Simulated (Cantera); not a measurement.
A perfectly stirred reactor is fed with 6.31 % CH₄, 0.290 % H₂, 19.6 % O₂, 73.8 % N₂, at 1.80 bar; it is adiabatic with a 450 K inlet, and is followed from long to short residence time, starting on the burning branch (τ in s: 0.037, 0.015, 0.0061, 0.0025, 0.001, 0.00042, 0.00017, 6.9e-05, 2.8e-05, 1.2e-05, 4.7e-06).

Detailed kinetics in Cantera: GRI-Mech 3.0 (53 species, 325 reactions).

x: mole fraction; the columns are a selection and need not sum to one.

```csv
τ (s),T (K),x CH₄,x H₂,x O₂,x CH₂CO,x C₂H,x CO
0.037,1867,1.36e-5,0.000149,0.0685,[?],2.50e-12,0.000480
0.015,1860,2.46e-5,0.000255,0.0686,[?],6.11e-12,0.000856
0.0061,1850,4.41e-5,0.000442,0.0688,[?],1.32e-11,0.00153
0.0025,1833,7.92e-5,0.000755,0.0693,[?],2.63e-11,0.00271
0.0010,1804,0.000149,0.00127,0.0703,[?],5.10e-11,0.00480
0.00042,1761,0.000292,0.00199,0.0722,[?],9.73e-11,0.00821
0.00017,1687,0.000707,0.00306,0.0766,[?],2.23e-10,0.0148
6.9e-5,450,0.0631,0.00290,0.196,<1e-12,<1e-12,<1e-12
2.8e-5,450,0.0631,0.00290,0.196,<1e-12,<1e-12,<1e-12
1.2e-5,450,0.0631,0.00290,0.196,<1e-12,<1e-12,<1e-12
4.7e-6,450,0.0631,0.00290,0.196,<1e-12,<1e-12,<1e-12
```

Some entries are withheld; supply them.


- 0.037, x CH₂CO: 1.56e-9
- 0.015, x CH₂CO: 4.28e-9
- 0.0061, x CH₂CO: 1.07e-8
- 0.0025, x CH₂CO: 2.55e-8
- 0.0010, x CH₂CO: 6.14e-8
- 0.00042, x CH₂CO: 1.52e-7
- 0.00017, x CH₂CO: 5.27e-7
